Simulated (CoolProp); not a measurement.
R124 along the isotherm 470 K: Z from the reference equation and from simpler models built on Tc = 395.4 K, pc = 3.624 MPa, ω = 0.288; each cubic takes its own stable root.

Computed with CoolProp (reference Helmholtz-energy equation of state, de Vries 1995).

```tsv
p (MPa)	phase	reference
1.65	gas	0.9114
3.29	gas	0.8183
4.94	supercritical	0.7210
6.59	supercritical	0.6294
8.24	supercritical	0.5686
9.88	supercritical	0.5525
11.5	supercritical	0.5654
13.2	supercritical	0.5937
14.8	supercritical	0.6269
16.5	supercritical	0.6656
18.1	supercritical	0.7038
```

Q: How far does each simpler model (van der Waals, Redlich-Kwong, Soave-Redlich-Kwong, Peng-Robinson) lie from the reference over these 11 states: mean and median of the absolute difference, and the worst?

A: 
- van der Waals: mean 10.9 %, median 10.9 %, worst +21.2 % at 470 K and 18.1 MPa
- Redlich-Kwong: mean 3.1 %, median 3.3 %, worst -6.0 % at 470 K and 6.59 MPa
- Soave-Redlich-Kwong: mean 8.4 %, median 10.6 %, worst +13.1 % at 470 K and 11.5 MPa
- Peng-Robinson: mean 2.6 %, median 1.7 %, worst +5.4 % at 470 K and 9.88 MPa
